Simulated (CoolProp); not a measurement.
Model: reference Helmholtz-energy equation of state, Akasaka 2023, in CoolProp.

### Question
For R1224YDZ, give the phase and the Z, isothermal compressibility (1/MPa), fugacity coefficient at 473.1 K and 556 kPa.

### Answer
- 473.1 K and 556 kPa: gas; Z 0.958, isothermal compressibility 1.88, fugacity coefficient 0.960
